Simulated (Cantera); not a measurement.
Low-pressure radical oxidation in H2/O2

A perfectly stirred reactor is fed with H2 : O2 : N2 : H2O = 0.19 : 1 : 4.1 : 0.25 (molar parts), equivalence ratio 0.095, at 5.18 Torr; it is held at 1425 K, and followed from long to short residence time.

Cantera simulation using the H2/O2 subset of GRI-Mech 3.0, which has no nitrogen chemistry; the numbers are that mechanism's predictions, not measurements. Radical loss at walls, strong at low pressure, is not modelled. The temperature is held fixed by assumption; the heat of reaction is taken as removed at once.

```
τ (s)       x H2   x O2       x H     x OH      x O
------  --------  -----  --------  -------  -------
11      0.000372  0.165  0.000372  0.00176  0.00160
4.9     0.000609  0.164  0.000783  0.00225  0.00264
2.2     0.000955  0.164   0.00156  0.00281  0.00418
1.0      0.00141  0.163   0.00282  0.00339  0.00622
0.46     0.00191  0.161   0.00452  0.00393  0.00853
0.21     0.00238  0.160   0.00632  0.00435   0.0107
0.094    0.00279  0.160   0.00778  0.00464   0.0123
0.043    0.00315  0.160   0.00866  0.00480   0.0131
0.019    0.00366  0.160   0.00911  0.00491   0.0133
0.0088   0.00456  0.160   0.00920  0.00499   0.0129
0.0040   0.00640  0.162   0.00893  0.00503   0.0117
```
x: mole fraction; the columns are a selection and need not sum to one.
